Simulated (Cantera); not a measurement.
Charge: 1 mol Si₃N₄, 0.013 mol O₂, 890 mol N₂, equilibrated at 1600 K and 1.80 bar.

Cantera equilibrium calculation (NASA polynomials, part measured and part estimated; ideal gas, pure solids and liquids). Candidate condensed phases: Si, SiO₂, Si₂N₂O, Si₃N₄; 16 gas species. Mutual solubility and eutectic melting of coexisting phases are not modelled. The numbers say what is thermodynamically allowed, not how fast it happens.

Base state: N₂ 1.00 (mole fractions); condensed: Si₂N₂O(s) + Si₃N₄(s).

### Question
What changes in the equilibrium state with this change: temperature from 1600 K to 2223 K?

### Answer
```tsv
species	before	after
N₂	1.00	1.000
Si	<1e-9	0.000255
Si₂N	<1e-9	6.00e-5
SiN	<1e-9	5.53e-5
SiO	2.57e-7	2.91e-5
Si₂N₂O(s), mol	0.0258	0
Si₃N₄(s), mol	0.983	0
Si(l), mol	0	2.58
```
The tables' values for SiN are old estimates; treat these amounts as uncertain.
